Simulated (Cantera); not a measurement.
## Stirred combustor or abatement burner

A perfectly stirred reactor is fed with 29.6 % H2, 14.8 % O2, 55.6 % N2, 0.100 % NO, at 5.00 bar; it is adiabatic with a 575 K inlet, and is followed from long to short residence time, starting on the burning branch (τ in s: 0.43, 0.15, 0.052, 0.018, 0.0065, 0.0023, 0.0008, 0.00028, 9.8e-05, 3.5e-05, 1.2e-05, 4.3e-06).

Model: GRI-Mech 3.0 (53 species, 325 reactions), integrated in Cantera. The hydrogen kinetics of GRI-Mech 3.0 are dated; newer H2 mechanisms differ, most at raised pressure. The mechanism lacks 2 NO + O2 → 2 NO2 and HONO, so NO2 and the effect of NO are under-described below about 1400 K.

| τ (s) | T (K) | x H2 | x O2 | x NO | x N2O | x O | x H2O2 | x OH |
|---|---|---|---|---|---|---|---|---|
| 0.43 | 2578 | 0.0171 | 0.00525 | 0.00375 | 4.22e-7 | 0.000688 | 4.30e-7 | 0.00875 |
| 0.15 | 2578 | 0.0171 | 0.00526 | 0.00373 | 4.22e-7 | 0.000690 | 4.31e-7 | 0.00876 |
| 0.052 | 2578 | 0.0172 | 0.00530 | 0.00367 | 4.21e-7 | 0.000695 | 4.33e-7 | 0.00879 |
| 0.018 | 2577 | 0.0173 | 0.00542 | 0.00352 | 4.18e-7 | 0.000711 | 4.39e-7 | 0.00888 |
| 0.0065 | 2574 | 0.0176 | 0.00569 | 0.00319 | 4.11e-7 | 0.000751 | 4.54e-7 | 0.00910 |
| 0.0023 | 2565 | 0.0185 | 0.00630 | 0.00261 | 4.00e-7 | 0.000852 | 4.88e-7 | 0.00960 |
| 0.00080 | 2542 | 0.0206 | 0.00750 | 0.00199 | 3.81e-7 | 0.00109 | 5.52e-7 | 0.0106 |
| 0.00028 | 2493 | 0.0249 | 0.00954 | 0.00156 | 3.51e-7 | 0.00162 | 6.65e-7 | 0.0124 |
| 9.8e-5 | 2407 | 0.0314 | 0.0127 | 0.00134 | 3.13e-7 | 0.00269 | 8.50e-7 | 0.0147 |
| 3.5e-5 | 2281 | 0.0394 | 0.0169 | 0.00124 | 2.81e-7 | 0.00448 | 1.14e-6 | 0.0167 |
| 1.2e-5 | 2104 | 0.0487 | 0.0227 | 0.00118 | 2.54e-7 | 0.00706 | 1.71e-6 | 0.0173 |
| 4.3e-6 | 1894 | 0.0603 | 0.0311 | 0.00114 | 2.25e-7 | 0.00932 | 3.10e-6 | 0.0152 |
x: mole fraction; the columns are a selection and need not sum to one.
